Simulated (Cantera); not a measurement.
An isothermal, constant-pressure homogeneous reactor starts with C₂H₆ : N₂ = 1 : 1.3 (molar parts), at 1900 K and 82.5 Torr. Integrator tolerance rtol = 1e-08.

Model: GRI-Mech 3.0 (53 species, 325 reactions), integrated in Cantera. GRI-Mech 3.0 stops at C3 and has no aromatics, soot or wall deposition, so with more carbon than oxygen in the feed, carbon stays in small species such as C2H2 where larger ones or solid carbon would form.

Problem. What does this change do: pressure from 82.5 Torr to 0.310 bar?

Solution. 
| quantity | before | after |
|---|---|---|
| x(C₂H₆) at 1.00 s | 5.83e-9 (gas-phase equilibrium 4.13e-9) | 4.53e-8 (gas-phase equilibrium 3.27e-8) |
| x(C₂H) at 1.00 s | 1.07e-5 (gas-phase equilibrium 7.73e-6) | 6.38e-6 (gas-phase equilibrium 4.60e-6) |
| x(HCN) at 1.00 s | 2.13e-5 (gas-phase equilibrium 0.130) | 1.80e-5 (gas-phase equilibrium 0.130) |
| x(H₂) at 1.00 s | 0.463 (gas-phase equilibrium 0.463) | 0.463 (gas-phase equilibrium 0.463) |
| x(C₂H₂) at 1.00 s | 0.232 (gas-phase equilibrium 0.167) | 0.232 (gas-phase equilibrium 0.167) |
| x(CH₃) at 1.00 s | 3.42e-5 (gas-phase equilibrium 2.87e-5) | 5.65e-5 (gas-phase equilibrium 4.80e-5) |

Problem. What does this change do: pressure from 82.5 Torr to 0.368 Torr?

Solution. 
```json
[
 {"quantity": "x(C₂H₆) at 1.00 s", "before": "5.83e-9 (gas-phase equilibrium 4.13e-9)", "after": "1.41e-6 (gas-phase equilibrium <1e-12)"},
 {"quantity": "x(C₂H) at 1.00 s", "before": "1.07e-5 (gas-phase equilibrium 7.73e-6)", "after": "1.47e-5 (gas-phase equilibrium 0.000117)"},
 {"quantity": "x(HCN) at 1.00 s", "before": "2.13e-5 (gas-phase equilibrium 0.130)", "after": "1.21e-5 (gas-phase equilibrium 0.128)"},
 {"quantity": "x(H₂) at 1.00 s", "before": "0.463 (gas-phase equilibrium 0.463)", "after": "0.440 (gas-phase equilibrium 0.447)"},
 {"quantity": "x(C₂H₂) at 1.00 s", "before": "0.232 (gas-phase equilibrium 0.167)", "after": "0.226 (gas-phase equilibrium 0.165)"},
 {"quantity": "x(CH₃) at 1.00 s", "before": "3.42e-5 (gas-phase equilibrium 2.87e-5)", "after": "0.00204 (gas-phase equilibrium 1.84e-6)"}
]
```
Radical loss at walls, strong at low pressure, is not modelled.
